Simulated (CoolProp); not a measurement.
A single-stage vapour-compression cycle with R407C: evaporating at 271.15 K (dew point), condensing at 304.15 K (bubble point), superheat 10 K, subcooling 5 K, compressor efficiency 0.9, no pressure losses. Each further row changes one setting.

Model: reference Helmholtz-energy equation of state, Lemmon 2003, in CoolProp. It is a pseudo-pure fit of the blend.

```csv
case,cooling COP,pressure ratio,discharge temperature (K),refrigerating effect (kJ/kg),volumetric capacity (kJ/m³)
as stated,5.34,3.25,333.6,179,3130
evaporating temperature 276.15 K,6.39,2.73,331.4,182,3760
condensing temperature 299.15 K,6.29,2.85,327.3,187,3260
subcooling 10 K,5.57,3.25,333.6,187,3260
superheat 20 K,5.33,3.25,343.7,189,3130
compressor efficiency 0.8,4.75,3.25,337.4,179,3130
```
